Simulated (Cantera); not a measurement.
Feed: 1 mol SiH4, 0.12 mol C2H4, 82 mol H2, at 1.80 mbar.

Method: chemical equilibrium by Gibbs-energy minimisation in Cantera with the NASA 1993 tables (ideal gas, pure condensed phases). Candidate condensed phases: C, C6H6, C7H8, C8H18, Si, SiC; 87 gas species. Mutual solubility and eutectic melting of coexisting phases are not modelled. Gases not in the tables: Si2H6 and higher silanes. Rates play no part.

x: gas mole fraction; n: condensed amount in mol.

| T (K) | x H2 | x H | x Si | x C2H2 (acetylene) | x SiC2 | n Si(s) | n SiC(s) | n Si(l) |
|---|---|---|---|---|---|---|---|---|
| 1450 | 1.000 | 0.000223 | 1.71e-6 | 1.73e-10 | <1e-12 | 0.760 | 0.240 | 0 |
| 1600 | 0.999 | 0.00128 | 5.42e-5 | 3.03e-9 | ? | 0.755 | 0.240 | 0 |
| 1750 | 0.994 | 0.00546 | 0.000834 | 4.14e-8 | ? | 0 | 0.239 | 0.682 |
| 1900 | 0.974 | 0.0185 | 0.00701 | 5.13e-7 | ? | 0 | 0.229 | 0.110 |
| 2050 | 0.939 | 0.0518 | 0.00842 | 0.000112 | ? | 0 | 0.187 | 0 |
| 2200 | 0.865 | 0.123 | 0.0101 | 0.000856 | ? | 0 | 0 | 0 |
| 2350 | 0.737 | 0.252 | 0.00973 | 0.000856 | ? | 0 | 0 | 0 |

Some entries are withheld; supply them.


- 1600, x SiC2: 2.33e-11
- 1750, x SiC2: 3.26e-9
- 1900, x SiC2: 2.44e-7
- 2050, x SiC2: 4.90e-5
- 2200, x SiC2: 0.000374
- 2350, x SiC2: 0.000335
